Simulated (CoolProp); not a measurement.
The fluid at 450.66 K and 3.65 MPa expands adiabatically to 0.269 MPa with isentropic efficiency 0.8. The same conditions are run with several fluids, on thermodynamics alone (safety and materials aside).

The numbers come from the reference Helmholtz-energy equation of state of each fluid (R404A: Lemmon 2003; carbon dioxide: Span 1996; propylene: Lemmon 2013; methane: Setzmann 1991; n-butane: Bücker 2006) in CoolProp. Blends and air are pseudo-pure fits.

Problem. Rank R404A, carbon dioxide, propylene, methane, n-butane by work (kJ/kg), highest first.

Solution. methane (370), propylene (148), carbon dioxide (132), n-butane (101), R404A (66.0)

```tsv
fluid	final temperature (K)	final density (kg/m³)
R404A	369.5	8.73
carbon dioxide	293.2	4.93
propylene	352.2	3.96
methane	294.0	1.77
n-butane	370.0	5.29
```
